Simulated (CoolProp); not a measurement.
The numbers come from the reference Helmholtz-energy equation of state, de Reuck 1993 in CoolProp.

### Question
For methanol, give the phase and the cp (kJ/(kg K)) at 346.85 °C and 0.181 MPa; 346.85 °C and 2.66 MPa.

### Answer
- 346.85 °C and 0.181 MPa: gas; cp 2.15
- 346.85 °C and 2.66 MPa: gas; cp 2.39
